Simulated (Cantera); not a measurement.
Feed: 1 mol Si2H6, 5.5 mol H2O, 0.25 mol H2, equilibrated at 623 K and 44.3 Torr.

Method: chemical equilibrium by Gibbs-energy minimisation in Cantera with the NASA 1993 tables (ideal gas, pure condensed phases). Candidate condensed phases: H2O, Si, SiO2; 18 gas species. The feed counts by its element totals alone. Rates play no part.

Base state: H2 0.829, H2O 0.171 (mole fractions); condensed: SiO2(α-quartz).

Q: What changes in the equilibrium state with this change: temperature from 623 K to 1850 K?

A: 
```tsv
species	before	after
H2	0.829	0.826
H2O	0.171	0.172
H	<1e-9	0.00202
SiO	<1e-9	0.000462
OH	<1e-9	3.09e-5
SiO2(α-quartz), mol	2.00	0
SiO2(condensed), mol	0	2.00
```
The tables hold silica as quartz up to 1696 K and as liquid above; real silica turns to tridymite and cristobalite and melts near 1996 K. Gases not in the tables: Si(OH)4.
